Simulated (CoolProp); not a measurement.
The fluid at 260 K and 0.418 MPa is throttled through a valve to 0.259 MPa with no heat exchange. The same conditions are run with several fluids, on thermodynamics alone (safety and materials aside).

The numbers come from the reference Helmholtz-energy equation of state of each fluid (ethylbenzene: Zhou 2012; R123: Younglove 1994; R245ca: Zhou 2016; propylene glycol: Eisenbach 2021; n-perfluorobutane: Gao 2022) in CoolProp.

| fluid | temperature change (K) | final density (kg/m³) |
|---|---|---|
| ethylbenzene | +0.1 | ___ |
| R123 | +0.1 | 1560 |
| R245ca | +0.0 | 1480 |
| propylene glycol | +0.1 | ___ |
| n-perfluorobutane | +0.0 | ___ |

**Question.** What belongs in the gaps?

**Answer.** 
- ethylbenzene, final density (kg/m³): 896
- propylene glycol, final density (kg/m³): 1060
- n-perfluorobutane, final density (kg/m³): 1640
